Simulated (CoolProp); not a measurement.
c-C4F8 (RC318) along the isobar 0.827 MPa: fugacity coefficient from the reference equation and from simpler models built on Tc = 115.2 °C, pc = 2.778 MPa, ω = 0.355; each cubic takes its own stable root.

Values from CoolProp's reference Helmholtz-energy equation of state, Platzer 1990. This equation is an older, rougher fit; its heat capacities, sound speeds and derivatives of the liquid may be far off and weren't checked against measurements.

```tsv
T (°C)	phase	reference	van der Waals	Soave-Redlich-Kwong
41.85	liquid	0.5574	0.8548	0.5607
60.35	gas	0.8347	0.8732	0.8326
78.85	gas	0.8633	0.8886	0.8601
97.35	gas	0.8856	0.9015	0.8824
115.85	gas	0.9035	0.9125	0.9009
134.35	gas	0.9181	0.9219	0.9162
152.85	gas	0.9301	0.9300	0.9290
171.35	gas	0.9402	0.9371	0.9399
189.85	gas	0.9487	0.9433	0.9491
208.35	gas	0.9559	0.9487	0.9569
226.85	gas	0.9621	0.9535	0.9636
```

At some of these states van der Waals gives the other phase, because its saturation line lies elsewhere.
